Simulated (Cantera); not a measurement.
An isothermal, constant-pressure homogeneous reactor starts with 21.6 % H2, 11.4 % O2, 67.0 % N2, equivalence ratio 0.95, at 825 K and 0.326 atm.

Detailed kinetics in Cantera: the H2/O2 subset of GRI-Mech 3.0, which has no nitrogen chemistry. Below about 950 K walls govern HO2 and H2O2 in real vessels. The temperature is held fixed by assumption; the heat of reaction is taken as removed at once.

Question: Predict: x(H2) at 100 s; x(O2) at 100 s; x(OH) at 100 s; x(HO2) at 100 s; x(H2O2) at 100 s; x(O) at 100 s.

Answer: 
```
Property                                              Value
----------------  -----------------------------------------
x(H2) at 100 s         0.121 (gas-phase equilibrium <1e-12)
x(O2) at 100 s       0.0661 (gas-phase equilibrium 0.00637)
x(OH) at 100 s      1.72e-9 (gas-phase equilibrium 1.57e-9)
x(HO2) at 100 s    8.55e-6 (gas-phase equilibrium 2.69e-12)
x(H2O2) at 100 s  0.000339 (gas-phase equilibrium 2.08e-12)
x(O) at 100 s        2.03e-9 (gas-phase equilibrium <1e-12)
```
